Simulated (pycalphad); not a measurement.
An equivalent pycalphad script:

```python
from pycalphad import Database, equilibrium, calculate, variables as v
import numpy as np
db = Database('COST507.tdb')
comps = ['AL', 'MN', 'SI', 'VA']
phases = ['AL11MN4', 'AL12MN', 'AL4MN', 'AL6MN', 'AL8MN5_D810', 'ALMNSI_ALPHA', 'ALMNSI_BETA', 'ALMNSI_DELTA', 'BCC_A2', 'CBCC_A12', 'CUB_A13', 'DIAMOND_A4', 'FCC_A1', 'HCP_A3', 'LIQUID', 'MN11SI19', 'MN3SI', 'MN5SI3', 'MN6SI', 'MN9SI2', 'MNSI']
eq = equilibrium(db, comps, phases, {v.X('MN'): 0.017, v.X('SI'): 0.0314, v.T: np.arange(1850, 499, -25), v.P: 101325, v.N: 1}, output=['HM', 'SM'])
```

Source of the numbers: pycalphad with the COST 507 light-alloy database (1999); pressure 1 atm. The database dates from 1999; later assessments differ in places, in temperatures and in the compounds included. Phase fractions are per mole of atoms.

Results at three of the temperatures:

```
T = 1675.00 K, P = 101325 Pa, N = 1 mol of atoms
G = -101448 J/mol, H = 52049 J/mol, S = 91.64 J/(mol K)  (SER reference)
chemical potentials (J/mol): Al -99032, Mn -186284, Si -128751
phase             fraction      x(Al)      x(Mn)      x(Si)
LIQUID              1.0000     0.9516     0.0170     0.0314
```

```
T = 1375.00 K, P = 101325 Pa, N = 1 mol of atoms
G = -74869 J/mol, H = 42486 J/mol, S = 85.35 J/(mol K)  (SER reference)
chemical potentials (J/mol): Al -72822, Mn -155156, Si -93440
phase             fraction      x(Al)      x(Mn)      x(Si)
LIQUID              1.0000     0.9516     0.0170     0.0314
```

```
T = 500.00 K, P = 101325 Pa, N = 1 mol of atoms
G = -17338 J/mol, H = 2945 J/mol, S = 40.56 J/(mol K)  (SER reference)
chemical potentials (J/mol): Al -15579, Mn -128182, Si -10615
phase             fraction      x(Al)      x(Mn)      x(Si)
FCC_A1              0.8826     0.9999   1.57e-07   0.000131
ALMNSI_ALPHA        0.0977     0.7072     0.1739     0.1189
DIAMOND_A4          0.0197   1.22e-11       none     1.0000
```

Changes of the phase set, refined by bisection:

```tsv
T (°C)	phases above	phases below
707.8	LIQUID	ALMNSI_ALPHA + LIQUID
643.1	ALMNSI_ALPHA + LIQUID	ALMNSI_ALPHA + FCC_A1 + LIQUID
576.4	ALMNSI_ALPHA + FCC_A1 + LIQUID	ALMNSI_ALPHA + DIAMOND_A4 + FCC_A1
```

Database names, with the compositions (at.%) that they take in these runs: ALMNSI_ALPHA: Al 70-72 Mn 17 Si 11-13. FCC_A1 is fcc; DIAMOND_A4 is diamond (Si). An entry "none" or "no" means that the model of the phase leaves that element out.
